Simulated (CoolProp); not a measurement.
A single-stage vapour-compression cycle with the fluid: evaporating at 207.15 K (dew point), condensing at 272.15 K (bubble point), superheat 5 K, subcooling 8 K, compressor efficiency 0.85, no pressure losses. The same conditions are run with several fluids, on thermodynamics alone (safety and materials aside).

The numbers come from the reference Helmholtz-energy equation of state of each fluid (fluoroethane (R161): Wu 2012; dimethyl ether: Wu 2011; ethane: Bücker 2006; CH3F (R41): Lemmon 2006; hydrogen chloride: Thol 2018; R115: Lemmon 2016) in CoolProp.

| fluid | cooling COP | pressure ratio | discharge temperature (K) | refrigerating effect (kJ/kg) | volumetric capacity (kJ/m³) |
|---|---|---|---|---|---|
| fluoroethane (R161) | 2.18 | 19.0 | 350.5 | 346 | 212 |
| dimethyl ether | 2.22 | 23.3 | 343.3 | 389 | 113 |
| ethane | 1.95 | 7.85 | 325.7 | 304 | 1650 |
| CH3F (R41) | 1.98 | 10.4 | 381.3 | 349 | 1370 |
| hydrogen chloride | 1.93 | 9.44 | 431.0 | 326 | 1900 |
| R115 | 2.05 | 16.8 | 283.3 | 84.2 | 191 |
